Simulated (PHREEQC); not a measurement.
Solution (55 °C): 0.12 mol CdSO4, 0.0018 mol Na2SO4 and 0.025 mol FeSO4 per kg of water. Closed to the air; pH follows from the charge balance.

Computed with PHREEQC (ion-association model, wateq4f.dat).

The ionic strength comes out as 0.259 mol/kgw. What activity coefficients do SO4-2, CdOH+, HSO4-, NaSO4-, Cd(SO4)2-2 get?

SO4-2 0.25, CdOH+ 0.72, HSO4- 0.70, NaSO4- 0.72, Cd(SO4)2-2 0.27.

Precipitation was switched off in this run. Constants without temperature data keep their 25 °C values here.
